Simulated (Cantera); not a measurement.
## Equilibrium for silicon epitaxy and polysilicon growth: Si2Cl6 + H2 + Cl2

A closed system holds: 1 mol Si2Cl6, 670 mol H2, 0.12 mol Cl2, equilibrated at 925 °C and 180 Pa.

Method: chemical equilibrium by Gibbs-energy minimisation in Cantera with the NASA 1993 tables (ideal gas, pure condensed phases). Candidate condensed phases: Si; 19 gas species. The feed counts by its element totals alone. Equilibrium is a limit: real reactors are often held back by kinetics, nucleation or transport.

```
Quantity        Value
----------  ---------
x(H2)           0.991
x(HCl)        0.00889
x(SiCl2)     0.000188
x(H)          4.46e-6
x(SiCl3)      2.06e-6
n(Si(s))     1.87 mol
gas amount  673.1 mol
```
